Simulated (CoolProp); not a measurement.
p-xylene along the isobar 2560 kPa: Z from the reference equation and from simpler models built on Tc = 616.2 K, pc = 3532 kPa, ω = 0.324; each cubic takes its own stable root.

Computed with CoolProp (reference Helmholtz-energy equation of state, Zhou 2012).

```
T (K)   phase  reference
-----  ------  ---------
342.4  liquid     0.1164
346.8  liquid     0.1155
351.2  liquid     0.1145
355.6  liquid     0.1137
360    liquid     0.1128
364.4  liquid     0.1120
368.8  liquid     0.1112
373.2  liquid     0.1105
377.5  liquid     0.1098
381.9  liquid     0.1091
386.3  liquid     0.1084
390.7  liquid     0.1077
395.1  liquid     0.1071
399.5  liquid     0.1065
```

Problem. How far does each simpler model (Redlich-Kwong, Peng-Robinson) lie from the reference over these 14 states: mean and median of the absolute difference, and the worst?

Solution. 
- Redlich-Kwong: mean 18.9 %, median 18.9 %, worst +19.2 % at 399.5 K and 2560 kPa
- Peng-Robinson: mean 1.6 %, median 1.6 %, worst +2.1 % at 342.4 K and 2560 kPa
